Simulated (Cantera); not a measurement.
A freely propagating, adiabatic, planar premixed flame of H2 : O2 : N2 = 1 : 0.417 : 2.04 (molar parts), unburnt at 500 K and 0.140 bar; mixture-averaged transport, grid criteria slope 0.08 and curve 0.16, no radiation.

Detailed kinetics in Cantera: the H2/O2 subset of GRI-Mech 3.0, which has no nitrogen chemistry. Burning velocities carry a grid error of a few per cent, more on coarse grids.

**Question.** Predict: laminar burning velocity; thermal thickness; peak x(H2O2); peak x(HO2); peak x(O).

**Answer.** 
| Quantity | Value |
|---|---|
| laminar burning velocity | 386 cm/s |
| thermal thickness | 6.19 mm |
| peak x(H2O2) | 3.41e-6 |
| peak x(HO2) | 6.60e-5 |
| peak x(O) | 0.00885 |
